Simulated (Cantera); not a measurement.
Charge: 1 mol SiHCl₃, 5.3 mol N₂, at 0.0330 bar.

Method: chemical equilibrium by Gibbs-energy minimisation in Cantera with the NASA 1993 tables (ideal gas, pure condensed phases). Candidate condensed phases: NH₄Cl, Si, Si₃N₄; 28 gas species. N₂ is the only nitrogen source here; it is nearly inert below about 1500 K, so the nitride shown seldom forms there in practice. The numbers say what is thermodynamically allowed, not how fast it happens.

Over these rows the condensed part is Si₃N₄(s). Partial pressures as log10 of bar:

```json
[
 {"T (K)": "1023", "1000/T (1/K)": "0.9775", "log p SiCl₂": "-7.11", "log p N₂": "-1.59", "log p HCl": "-2.39", "log p SiCl₄": "-2.55", "log p H₂": "-3.27"},
 {"T (K)": "1073", "1000/T (1/K)": "0.9320", "log p SiCl₂": "-6.44", "log p N₂": "-1.59", "log p HCl": "-2.39", "log p SiCl₄": "-2.55", "log p H₂": "-3.29"},
 {"T (K)": "1123", "1000/T (1/K)": "0.8905", "log p SiCl₂": "?", "log p N₂": "-1.59", "log p HCl": "-2.38", "log p SiCl₄": "-2.56", "log p H₂": "-3.31"},
 {"T (K)": "1173", "1000/T (1/K)": "0.8525", "log p SiCl₂": "-5.28", "log p N₂": "-1.59", "log p HCl": "-2.38", "log p SiCl₄": "-2.56", "log p H₂": "-3.33"},
 {"T (K)": "1223", "1000/T (1/K)": "0.8177", "log p SiCl₂": "-4.78", "log p N₂": "-1.59", "log p HCl": "-2.38", "log p SiCl₄": "-2.57", "log p H₂": "-3.35"},
 {"T (K)": "1273", "1000/T (1/K)": "0.7855", "log p SiCl₂": "-4.32", "log p N₂": "-1.59", "log p HCl": "-2.37", "log p SiCl₄": "-2.58", "log p H₂": "-3.37"}
]
```

Q: Fit log p(SiCl₂) = a + b·(1000/T) to the five rows, give the apparent enthalpy, and predict the row at 1123 K.

A: Means: 1000/T = 0.8730, log p = -5.586. Sxy = -0.371264, Sxx = 0.0255358, so b = -14.54 and a = -5.586 − (-14.54)×0.8730 = 7.11.
Apparent enthalpy: −19.145 × (-14.54) = 278 kJ/mol. With the condensed phases at unit activity, 1/6 Si₃N₄(s) + 1/2 SiCl₄(g) = SiCl₂(g) + 1/3 N₂(g) links this pressure to the main gases: over the six rows their terms move log p by -0.02 in all, so the slope is close to that reaction's ΔH°. The five rows lie within 0.01 of the line.
Prediction at 1123 K: 7.11 + (-14.54)×0.8905 = -5.84. The computed value is -5.84, 0.00 from the line.
